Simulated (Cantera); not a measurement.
An isothermal, constant-pressure homogeneous reactor starts with 8.76 % H₂, 91.2 % O₂, at 1425 K and 6.15 Torr.

Detailed kinetics in Cantera: GRI-Mech 3.0 (53 species, 325 reactions). Radical loss at walls, strong at low pressure, is not modelled. The temperature is held fixed by assumption; the heat of reaction is taken as removed at once.

x: mole fraction; the columns are a selection and need not sum to one.

| t (s) | x H₂ | x O₂ | x H₂O₂ | x HO₂ | x O | x OH | x H₂O |
|---|---|---|---|---|---|---|---|
| 2.00e-6 | 0.0876 | 0.912 | <1e-12 | 3.23e-9 | 9.91e-11 | 9.87e-11 | 1.52e-12 |
| 5.97e-6 | 0.0876 | 0.912 | <1e-12 | 9.64e-9 | 8.34e-10 | 8.25e-10 | 3.78e-11 |
| 1.78e-5 | 0.0876 | 0.912 | 5.97e-12 | 2.88e-8 | 6.53e-9 | 6.32e-9 | 8.95e-10 |
| 5.32e-5 | 0.0876 | 0.912 | 5.27e-11 | 8.58e-8 | 4.51e-8 | 4.13e-8 | 1.84e-8 |
| 0.000159 | 0.0876 | 0.912 | 4.57e-10 | 2.56e-7 | 3.65e-7 | 3.11e-7 | 3.75e-7 |
| 0.000474 | 0.0876 | 0.912 | [?] | 7.64e-7 | 1.70e-5 | 1.41e-5 | 2.71e-5 |
| 0.00141 | 0.0106 | 0.853 | [?] | 1.87e-6 | 0.0432 | 0.0143 | 0.0610 |
| 0.00422 | 0.00232 | 0.844 | 5.21e-8 | 1.76e-6 | 0.0563 | 0.0100 | 0.0731 |
| 0.0126 | 0.00221 | 0.848 | 5.20e-8 | 1.74e-6 | 0.0528 | 0.00978 | 0.0742 |
| 0.0376 | 0.00188 | 0.858 | 5.12e-8 | 1.69e-6 | 0.0439 | 0.00908 | 0.0771 |
| 0.112 | 0.00118 | 0.878 | [?] | 1.49e-6 | 0.0264 | 0.00729 | 0.0826 |
| 0.335 | 0.000392 | 0.898 | [?] | 9.32e-7 | 0.00840 | 0.00424 | 0.0881 |
| 1.00 | 6.89e-5 | 0.906 | [?] | 3.16e-7 | 0.00145 | 0.00179 | 0.0905 |

Question: Fill in the missing entries.

Answer: 
- 0.000474, x H₂O₂: 3.75e-9
- 0.00141, x H₂O₂: 8.61e-8
- 0.112, x H₂O₂: 4.65e-8
- 0.335, x H₂O₂: 3.14e-8
- 1.00, x H₂O₂: 1.38e-8
